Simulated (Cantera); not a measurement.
Feed: 1 mol Si₃N₄, 0.096 mol N₂O, 82 mol N₂, held at 1848.15 K.

These are equilibrium values from Cantera (NASA tables, ideal gas, pure condensed phases), not measurements of a reactor. Candidate condensed phases: Si, SiO₂, Si₂N₂O, Si₃N₄; 16 gas species. Mutual solubility and eutectic melting of coexisting phases are not modelled. Kinetics and transport are ignored.

Question: Which condensed phases are stable at each of these points (P (Pa)): 0.100, 0.750, 5.60, 42, 320, 2400, 18000, 130000, 1000000?

Answer: 
```
P (Pa)       condensed phases  Si condensed (%)
-------  --------------------  ----------------
0.100                gas only               0.0
0.750                gas only               0.0
5.60                 gas only               0.0
42                      Si(l)              52.0
320                     Si(l)              90.7
2400                 Si₃N₄(s)              96.0
18000                Si₃N₄(s)              96.8
130000   Si₂N₂O(s) + Si₃N₄(s)              99.6
1000000  Si₂N₂O(s) + Si₃N₄(s)             100.0
```

From 0.000750 Torr to 0.0420 Torr nothing is condensed. From 0.315 Torr to 2.40 Torr the condensed part is Si(l). From 18.0 Torr to 135 Torr the condensed part is Si₃N₄(s). From 975 Torr to 7500 Torr the condensed part is Si₂N₂O(s) + Si₃N₄(s).
